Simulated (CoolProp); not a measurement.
Properties of sulfur hexafluoride at several states.

Model: reference Helmholtz-energy equation of state, Guder 2009, in CoolProp.

```tsv
T (K)	p (MPa)	phase	cp (kJ/(kg K))	expansivity (1/kK)
439.9	2.31	gas	?	?
473.6	0.108	gas	0.8621	2.132
501.6	11.1	supercritical	1.003	3.594
532.8	0.0383	gas	?	1.881
579.7	0.0129	gas	0.9230	1.726
```

### Question
What belongs in the gaps?

### Answer

- 439.9, cp (kJ/(kg K)): 0.8693
- 439.9, expansivity (1/kK): 2.950
- 532.8, cp (kJ/(kg K)): 0.8992
